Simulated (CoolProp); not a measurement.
Vapour-liquid equilibrium of methanol (1) + dimethyl carbonate (2) at 355.2 K; x and y are mole fractions of (1).

Values from CoolProp's multi-fluid Helmholtz-energy mixture model, de Reuck 1993 and Zhou 2011; pair parameters Bell 2016.

| x | bubble pressure, mixture model (MPa) | bubble pressure, Raoult's law (MPa) | y, mixture model | y, Raoult's law |
|---|---|---|---|---|
| 0.05 | 0.09801 | 0.08368 | 0.230 | 0.116 |
| 0.125 | 0.1217 | 0.09245 | 0.414 | 0.263 |
| 0.2 | [?] | 0.1012 | 0.519 | 0.385 |
| 0.275 | [?] | 0.1100 | 0.588 | 0.487 |
| 0.35 | [?] | 0.1188 | 0.637 | 0.574 |
| 0.425 | [?] | 0.1275 | 0.676 | 0.649 |
| 0.5 | 0.1802 | 0.1363 | [?] | 0.714 |
| 0.575 | 0.1855 | 0.1451 | 0.738 | 0.772 |
| 0.65 | 0.1899 | 0.1538 | 0.767 | 0.823 |
| 0.725 | 0.1935 | 0.1626 | [?] | 0.868 |
| 0.8 | 0.1961 | 0.1714 | 0.834 | 0.909 |
| 0.875 | 0.1975 | 0.1801 | 0.880 | 0.946 |
| 0.95 | 0.1969 | 0.1889 | 0.943 | 0.979 |

Q: What belongs in the gaps?

A: 
- 0.2, bubble pressure, mixture model (MPa): 0.1400
- 0.275, bubble pressure, mixture model (MPa): 0.1541
- 0.35, bubble pressure, mixture model (MPa): 0.1650
- 0.425, bubble pressure, mixture model (MPa): 0.1734
- 0.5, y, mixture model: 0.708
- 0.725, y, mixture model: 0.798

The largest gap from Raoult's law is +40.1 % in bubble pressure, at x = 0.275. y crosses x between x = 0.875 and 0.95: the model has an azeotrope there.

Pair parameters are fitted to limited data, so mixtures are less certain than the pure fluids.
